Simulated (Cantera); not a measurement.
Standard-state values (1 bar) from the NASA 1993 polynomials, evaluated with Cantera. Values are per mole of reaction as written; species without (g) are pure solids or liquids, kept so even where they would boil at 1 bar.

Sr(OH)₂ + 2 NH₃(g) = 2 NO(g) + 8 H(g) + Sr

```tsv
T (K)	ΔH° (kJ)	ΔS° (J/K)	ΔG° (kJ)	log10 K	condensed phases
823	?	?	?	?	Sr(OH)₂(l), Sr(s)
923	2997.9	953.7	2117.7	-119.84	Sr(OH)₂(l), Sr(s)
1023	2997.4	953.2	2022.3	-103.26	Sr(OH)₂(l), Sr(s)
1123	?	?	?	?	Sr(OH)₂(l), Sr(l)
1223	?	?	?	?	Sr(OH)₂(l), Sr(l)
1323	?	?	?	?	Sr(OH)₂(l), Sr(l)
```

### Question
Some entries are withheld; supply them.

### Answer

- 823, ΔH° (kJ): 2998.0
- 823, ΔS° (J/K): 953.8
- 823, ΔG° (kJ): 2213.0
- 823, log10 K: -140.46
- 1123, ΔH° (kJ): 3005.2
- 1123, ΔS° (J/K): 960.6
- 1123, ΔG° (kJ): 1926.4
- 1123, log10 K: -89.60
- 1223, ΔH° (kJ): 3004.7
- 1223, ΔS° (J/K): 960.2
- 1223, ΔG° (kJ): 1830.3
- 1223, log10 K: -78.17
- 1323, ΔH° (kJ): 3003.8
- 1323, ΔS° (J/K): 959.5
- 1323, ΔG° (kJ): 1734.3
- 1323, log10 K: -68.47
